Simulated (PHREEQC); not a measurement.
Solution (44 °C and 300 atm): 5.8 mmol/kgw NaF and 0.16 mmol/kgw K2CO3. Closed to the air; pH follows from the charge balance.

Computed with PHREEQC (ion-association model, phreeqc.dat).

```
Item                            Value
--------------------  ---------------
pH                               9.37
ionic strength        0.00613 mol/kgw
specific conductance        910 µS/cm
total alkalinity         0.320 meq/kg
```

```
species  molality  activity   log γ
-------  --------  --------  ------
F-        0.00579   0.00531  -0.037
Na+       0.00578   0.00532  -0.036
K+       0.000320  0.000294  -0.037
OH-      0.000123  0.000113  -0.037
HCO3-    0.000122  0.000113  -0.036
CO3-2     3.16e-5   2.27e-5  -0.143
NaF       1.46e-5   1.47e-5   0.001
NaCO3-    5.73e-6   5.26e-6  -0.037
```

No solid was allowed to form. Under pressure, the constants of complexes without a molar volume in the database are unreliable. Constants without temperature data keep their 25 °C values here.
